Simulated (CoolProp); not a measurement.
Vapour-liquid equilibrium of toluene (1) + n-octane (2) at 172.95 °C; x and y are mole fractions of (1).

The numbers come from the multi-fluid Helmholtz-energy mixture model, Lemmon 2006 and Beckmüller 2019; pair parameters Bell 2016 in CoolProp.

```json
[
 {"x": "0.05", "bubble pressure, mixture model (kPa)": "331.3", "bubble pressure, Raoult's law (kPa)": "327.1", "y, mixture model": "0.076", "y, Raoult's law": "0.069"},
 {"x": "0.15", "bubble pressure, mixture model (kPa)": "___", "bubble pressure, Raoult's law (kPa)": "340.0", "y, mixture model": "0.212", "y, Raoult's law": "0.198"},
 {"x": "0.25", "bubble pressure, mixture model (kPa)": "___", "bubble pressure, Raoult's law (kPa)": "352.9", "y, mixture model": "0.330", "y, Raoult's law": "0.319"},
 {"x": "0.35", "bubble pressure, mixture model (kPa)": "386.1", "bubble pressure, Raoult's law (kPa)": "365.8", "y, mixture model": "0.435", "y, Raoult's law": "0.430"},
 {"x": "0.45", "bubble pressure, mixture model (kPa)": "400.8", "bubble pressure, Raoult's law (kPa)": "378.8", "y, mixture model": "0.530", "y, Raoult's law": "0.534"},
 {"x": "0.55", "bubble pressure, mixture model (kPa)": "413.7", "bubble pressure, Raoult's law (kPa)": "391.7", "y, mixture model": "___", "y, Raoult's law": "0.632"},
 {"x": "0.65", "bubble pressure, mixture model (kPa)": "424.8", "bubble pressure, Raoult's law (kPa)": "404.6", "y, mixture model": "0.703", "y, Raoult's law": "0.723"},
 {"x": "0.75", "bubble pressure, mixture model (kPa)": "___", "bubble pressure, Raoult's law (kPa)": "417.5", "y, mixture model": "0.785", "y, Raoult's law": "0.808"},
 {"x": "0.85", "bubble pressure, mixture model (kPa)": "___", "bubble pressure, Raoult's law (kPa)": "430.4", "y, mixture model": "0.868", "y, Raoult's law": "0.888"},
 {"x": "0.95", "bubble pressure, mixture model (kPa)": "447.7", "bubble pressure, Raoult's law (kPa)": "443.3", "y, mixture model": "0.954", "y, Raoult's law": "0.964"}
]
```

Q: Fill in the missing entries.

A: 
- 0.15, bubble pressure, mixture model (kPa): 351.4
- 0.25, bubble pressure, mixture model (kPa): 369.7
- 0.55, y, mixture model: 0.619
- 0.75, bubble pressure, mixture model (kPa): 434.2
- 0.85, bubble pressure, mixture model (kPa): 441.9

The largest gap from Raoult's law is +5.8 % in bubble pressure, at x = 0.45. No azeotrope shows between x = 0.05 and 0.95.

The pair parameters rest on a limited set of measurements; away from them the model extrapolates.
